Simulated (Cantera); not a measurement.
A diamond (100) surface in a fixed gas of H2 with x(CH4) = 0.0084, x(H) = 0.0016, at 1348 K, 11000 Pa; coverages are run to steady state.

Model: the Harris–Goodwin 1993 mechanism for the reconstructed diamond (100) surface, integrated in Cantera.

θ: site fractions in the mechanism's names (c6HH fully hydrogenated, c6H* and c6*H radical sites, c6** diradical, c6HM methylated).

```csv
x(CH3),growth (µm/h),θ c6HH,θ c6H*,θ c6*H,θ c6**,θ c6HM
1e-06,0.0157,0.392,0.0523,0.517,0.0379,1.83e-6
2.3e-06,0.0361,0.392,0.0523,0.517,0.0379,4.21e-6
5.1e-06,0.0799,0.392,0.0523,0.517,0.0379,9.34e-6
1.2e-05,0.188,0.392,0.0523,0.517,0.0379,2.20e-5
2.7e-05,0.422,0.392,0.0523,0.517,0.0378,4.94e-5
6e-05,0.936,0.392,0.0523,0.517,0.0377,0.000110
0.00014,…,0.392,0.0523,0.517,0.0374,…
0.00031,…,0.392,0.0522,0.516,0.0367,…
0.0007,10.3,0.391,0.0520,0.514,0.0354,0.00125
```

Q: What belongs in the gaps?

A: 
- 0.00014, growth (µm/h): 2.17
- 0.00014, θ c6HM: 0.000255
- 0.00031, growth (µm/h): 4.73
- 0.00031, θ c6HM: 0.000561
